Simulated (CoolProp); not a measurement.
Vapour-liquid equilibrium of R22 (1) + c-C4F8 (RC318) (2) at 328.6 K; x and y are mole fractions of (1).

Model: multi-fluid Helmholtz-energy mixture model, Kamei 1995 and Platzer 1990; pair parameters Bell 2016, in CoolProp. This equation is an older, rougher fit; its heat capacities, sound speeds and derivatives of the liquid may be far off and weren't checked against measurements.

| x | bubble pressure (MPa) | y at the bubble point | dew pressure at overall composition x (MPa) | liquid density (mol/L) |
|---|---|---|---|---|
| 0.05 | 0.7908 | 0.093 | 0.7694 | 6.991 |
| 0.15 | 0.9298 | 0.294 | 0.8238 | 7.341 |
| 0.25 | 1.122 | 0.469 | 0.8937 | 7.694 |
| 0.35 | 1.336 | 0.599 | 0.9826 | 8.059 |
| 0.45 | 1.540 | 0.690 | 1.097 | 8.444 |
| 0.55 | 1.717 | 0.755 | 1.246 | 8.866 |
| 0.65 | 1.864 | 0.805 | 1.444 | 9.349 |
| 0.75 | 1.986 | 0.851 | 1.704 | 9.933 |
| 0.85 | 2.089 | 0.899 | 1.984 | 10.67 |
| 0.95 | 2.170 | 0.960 | 2.160 | 11.62 |

No azeotrope shows between x = 0.05 and 0.95.

The pair parameters rest on a limited set of measurements; away from them the model extrapolates. The gap from Raoult's law changes sign with composition, which may be real or a fault of the pair parameters; it wasn't checked against measurements.
